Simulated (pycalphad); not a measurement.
CALPHAD calculation (pycalphad, COST 507 light-alloy database (1999)), 1 atm. These are 1990s assessments: newer ones move some temperatures and phases. The system is extrapolated from its subsystems; higher-order compounds may be missing. Phase fractions are per mole of atoms.

Question: Give the equilibrium state of Mg-2.4Cu-15.21Si-2.23Al (at.%) at 702 °C.

Answer: 
```
T = 975.00 K, P = 101325 Pa, N = 1 mol of atoms
G = -53131 J/mol, H = 13859 J/mol, S = 68.71 J/(mol K)  (SER reference)
chemical potentials (J/mol): Mg -46100, Cu -94969, Si -81042, Al -70458
phase             fraction      x(Mg)      x(Cu)      x(Si)      x(Al)
LIQUID              0.6136     0.8866     0.0391     0.0380     0.0363
MG2SI               0.3864     0.6667       none     0.3333       none
```

Question: Give the equilibrium state of Mg-2.4Cu-15.21Si-2.23Al (at.%) at 402 °C.

Answer: HCP_A3, fraction 0.481, with <0.01 Cu, <0.01 Si, 0.94 Al at.%; MG2SI, fraction 0.456, with no Cu, 33.3 Si, no Al at.%; LAVES_C15, fraction 0.063, with 38.2 Cu, 0.01 Si, 28.3 Al at.%.

Database names, with the compositions (at.%) that they take in these runs: MG2SI: Mg 67 Si 33; LAVES_C15: Cu 38-40 Mg 33 Al 27. HCP_A3 is hcp. An entry "none" or "no" means that the model of the phase leaves that element out.
